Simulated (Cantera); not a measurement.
**Ti + CH₄ + C₃H₈ (titanium nitride, carbide and oxide coatings)**

Charge: 1 mol Ti, 6.5 mol CH₄, 1 mol C₃H₈, held at 1350 °C.

Equilibrium computed with Cantera from the NASA thermochemical tables; the gas is ideal and each condensed phase is pure. Candidate condensed phases: C, C₆H₆, C₇H₈, C₈H₁₈, Ti, TiC; 77 gas species. TiC: taken at fixed stoichiometry. The numbers say what is thermodynamically allowed, not how fast it happens.

```tsv
P (Pa)	x H₂	x H	x CH₄	x C₂H₂ (acetylene)	x C₂H₄	n C(graphite)	n TiC(s)
10	0.993	0.00689	1.46e-7	3.46e-5	3.14e-10	8.50	1.00
46	0.997	0.00322	6.78e-7	3.47e-5	1.45e-9	8.50	1.00
220	0.998	0.00147	3.25e-6	3.48e-5	6.98e-9	8.50	1.00
1000	0.999	0.000691	1.48e-5	3.48e-5	3.18e-8	8.50	1.00
4600	1.000	0.000322	6.81e-5	3.48e-5	1.46e-7	8.50	1.00
22000	0.999	0.000147	0.000326	3.48e-5	6.99e-7	8.49	1.00
100000	0.998	6.91e-5	0.00148	3.48e-5	3.17e-6	8.47	1.00
```
x: gas mole fraction; n: condensed amount in mol.

From 0.000100 bar to 1.00 bar the condensed part is C(graphite) + TiC(s).
